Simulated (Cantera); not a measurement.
Cr2O3 + H2 + N2 (hydrogen reduction and annealing atmospheres)

Feed: 1 mol Cr2O3, 3 mol H2, 0.77 mol N2, equilibrated at 7.50 Torr.

Method: chemical equilibrium by Gibbs-energy minimisation in Cantera with the NASA 1993 tables (ideal gas, pure condensed phases). Candidate condensed phases: Cr, CrN, Cr2N, Cr2O3, H2O; 29 gas species. Mutual solubility and eutectic melting of coexisting phases are not modelled. Kinetics and transport are ignored.

```csv
T (K),x H2,x N2,x H2O,x Cr,x H,x CrO,x OH,n Cr2N(s),n Cr2O3(s),n Cr(s)
1223,0.796,0.204,0.000123,3.83e-8,2.68e-6,<1e-12,3.72e-12,0.000154,1.000,0
1298,0.796,0.204,0.000210,4.50e-7,9.56e-6,2.31e-11,3.26e-11,0,1.000,0.000526
1373,0.795,0.204,0.000394,3.21e-6,2.97e-5,3.74e-10,2.62e-10,0,1.000,0.000977
1448,0.795,0.204,0.000690,1.85e-5,8.22e-5,4.52e-9,1.70e-9,0,0.999,0.00167
1523,0.794,0.204,0.00114,8.96e-5,0.000206,4.24e-8,9.15e-9,0,0.999,0.00254
1598,0.793,0.204,0.00181,0.000372,0.000474,3.21e-7,4.20e-8,0,0.998,0.00314
1673,0.791,0.204,0.00274,0.00135,0.00101,2.01e-6,1.69e-7,0,0.997,0.00179
1748,0.786,0.203,0.00486,0.00324,0.00203,9.73e-6,7.31e-7,0,0.994,0
1823,0.778,0.203,0.00916,0.00610,0.00382,3.88e-5,3.13e-6,0,0.988,0
1898,0.765,0.201,0.0163,0.0108,0.00683,0.000138,1.19e-5,0,0.979,0
1973,0.743,0.199,0.0276,0.0183,0.0116,0.000445,4.10e-5,0,0.964,0
2048,0.710,0.196,0.0444,0.0292,0.0189,0.00130,0.000128,0,0.940,0
```
x: gas mole fraction; n: condensed amount in mol.

At 1223 K the condensed part is Cr2N(s) + Cr2O3(s). From 1298 K to 1673 K the condensed part is Cr(s) + Cr2O3(s). From 1748 K to 2048 K the condensed part is Cr2O3(s). The main Cr-bearing gas is Cr throughout.
